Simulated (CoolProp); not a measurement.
1000 sccm (0 °C, 1 atm) of nitrogen bubbles through liquid dimethyl carbonate at 333.4 K and leaves saturated at a total pressure of 0.15 MPa (ideal gas phase). Each further row changes one setting.

Values from CoolProp's reference Helmholtz-energy equation of state, Zhou 2011.

```csv
case,vapour pressure (kPa),mole fraction of vapour,delivery (mg/min),delivery (sccm),change of delivery for a bath 1 K warmer (%)
as stated,35.3,0.235,(withheld),308,5.3
bath temperature 338.4 K,(withheld),0.285,(withheld),399,5.4
total pressure 0.3 MPa,35.3,0.118,536,133,4.5
```

Problem. Some entries are withheld; supply them.

Solution. 
- as stated, delivery (mg/min): 1240
- bath temperature 338.4 K, vapour pressure (kPa): 42.8
- bath temperature 338.4 K, delivery (mg/min): 1600
